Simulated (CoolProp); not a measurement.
Vapour pressure (bar) of R142b: the reference equation beside estimates from Tc = 410.3 K, pc = 40.55 bar, ω = 0.232. Clausius-Clapeyron is anchored at 263.8 K with a constant enthalpy of vaporisation of 22.45 kJ/mol.

Values from CoolProp's reference Helmholtz-energy equation of state, Lemmon 2006. It is a short technical equation, of lower accuracy than the large ones.

```
T (K)  reference  Lee-Kesler  Clausius-Clapeyron  Redlich-Kwong  Peng-Robinson
-----  ---------  ----------  ------------------  -------------  -------------
238.5     0.3159      0.3088              0.3390         0.5911         0.3211
247       0.4805      0.4719              0.5005         0.8606         0.4854
255.4     0.7045      0.6950              0.7170          1.210         0.7081
263.8      1.004      0.9948               1.004          1.658          1.005
272.2      1.395       1.388               1.377          2.218          1.394
280.6      1.896       1.892               1.853          2.906          1.890
289        2.524       2.525               2.451          3.739          2.514
297.5      3.311       3.319               3.201          4.743          3.295
305.9      4.258       4.274               4.106          5.911          4.238
314.3      5.395       5.420               5.199          7.268          5.373
322.7      6.746       6.780               6.502          8.830          6.724
```

Absolute difference from the reference over all 11 rows, mean and median: Lee-Kesler 0.8 and 0.5 %, Clausius-Clapeyron 3.1 and 3.3 %, Redlich-Kwong 55.6 and 53.3 %, Peng-Robinson 0.5 and 0.4 %.
